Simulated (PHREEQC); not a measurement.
Synthetic water in mg/kgw, 20 °C, pH 1.87, pe 10.6:

```
constituent  mg/kgw
-----------  ------
Na             66.1
K              22.3
Ca             48.4
Mg             94.2
Cl             59.2
S(6) as SO4    1840
Sr             8.43
Cu(2)         0.646
```

Valence states are taken as typed.

Equilibrium calculation in PHREEQC: ion-association model, phreeqc.dat.

```json
{
  "ionic_strength": "0.0413 mol/kgw",
  "specific_conductance": "6190 µS/cm",
  "total_alkalinity": "-22.8 meq/kg",
  "charge_balance_error": "-6.1 %"
}
```

```tsv
species	molality	activity	log γ
H+	0.0156	0.0135	-0.064
SO4-2	0.0102	0.00501	-0.310
HSO4-	0.00709	0.00591	-0.079
Na+	0.00281	0.00235	-0.077
Mg+2	0.00255	0.00130	-0.293
Cl-	0.00167	0.00138	-0.082
MgSO4	0.00133	0.00134	0.004
Ca+2	0.000823	0.000411	-0.302
K+	0.000553	0.000457	-0.083
CaSO4	0.000349	0.000353	0.004
NaSO4-	6.80e-5	5.71e-5	-0.076
Sr+2	6.60e-5	3.31e-5	-0.299
CaHSO4+	3.50e-5	2.92e-5	-0.079
```

This is a speciation only: nothing precipitates in the calculation.
